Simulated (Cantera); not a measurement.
**Thermodynamics of oxide etching and cleaning by halides, feed CaO + HBr + O2**

Feed: 1 mol CaO, 1.8 mol HBr, 5.6 mol O2, equilibrated at 1.00 Torr.

These are equilibrium values from Cantera (NASA tables, ideal gas, pure condensed phases), not measurements of a reactor. Candidate condensed phases: Br2, Ca, CaBr2, CaO, Ca(OH)2, H2O; 19 gas species. Rates play no part.

From 673 K to 823 K the condensed part is CaBr2(s) + CaO(s). From 873 K to 1123 K the condensed part is CaO(s).

```json
[
 {"T (K)": "673", "x O2": "0.855", "x H2O": "0.138", "x Br": "4.25e-5", "x Br2": "0.00660", "x HBr": "3.90e-5", "x CaBr2": "1.46e-11", "n CaBr2(s)": "0.857", "n CaO(s)": "0.143"},
 {"T (K)": "723", "x O2": "0.846", "x H2O": "0.137", "x Br": "0.000225", "x Br2": "0.0166", "x HBr": "0.000146", "x CaBr2": "5.35e-10", "n CaBr2(s)": "0.790", "n CaO(s)": "0.210"},
 {"T (K)": "773", "x O2": "0.826", "x H2O": "0.136", "x Br": "0.000955", "x Br2": "0.0368", "x HBr": "0.000460", "x CaBr2": "1.22e-8", "n CaBr2(s)": "0.651", "n CaO(s)": "0.349"},
 {"T (K)": "823", "x O2": "0.790", "x H2O": "0.132", "x Br": "0.00337", "x Br2": "0.0727", "x HBr": "0.00125", "x CaBr2": "1.87e-7", "n CaBr2(s)": "0.392", "n CaO(s)": "0.608"},
 {"T (K)": "873", "x O2": "0.738", "x H2O": "0.127", "x Br": "0.00991", "x Br2": "0.122", "x HBr": "0.00289", "x CaBr2": "1.96e-6", "n CaBr2(s)": "0", "n CaO(s)": "1.000"},
 {"T (K)": "923", "x O2": "0.734", "x H2O": "0.126", "x Br": "0.0200", "x Br2": "0.116", "x HBr": "0.00471", "x CaBr2": "9.16e-6", "n CaBr2(s)": "0", "n CaO(s)": "1.000"},
 {"T (K)": "973", "x O2": "0.728", "x H2O": "0.123", "x Br": "0.0367", "x Br2": "0.105", "x HBr": "0.00711", "x CaBr2": "3.48e-5", "n CaBr2(s)": "0", "n CaO(s)": "1.000"},
 {"T (K)": "1023", "x O2": "0.719", "x H2O": "0.120", "x Br": "0.0612", "x Br2": "0.0895", "x HBr": "0.00992", "x CaBr2": "0.000108", "n CaBr2(s)": "0", "n CaO(s)": "0.999"},
 {"T (K)": "1073", "x O2": "0.708", "x H2O": "0.117", "x Br": "0.0928", "x Br2": "0.0700", "x HBr": "0.0127", "x CaBr2": "0.000271", "n CaBr2(s)": "0", "n CaO(s)": "0.998"},
 {"T (K)": "1123", "x O2": "0.695", "x H2O": "0.113", "x Br": "0.127", "x Br2": "0.0492", "x HBr": "0.0150", "x CaBr2": "0.000553", "n CaBr2(s)": "0", "n CaO(s)": "0.996"}
]
```
x: gas mole fraction; n: condensed amount in mol.
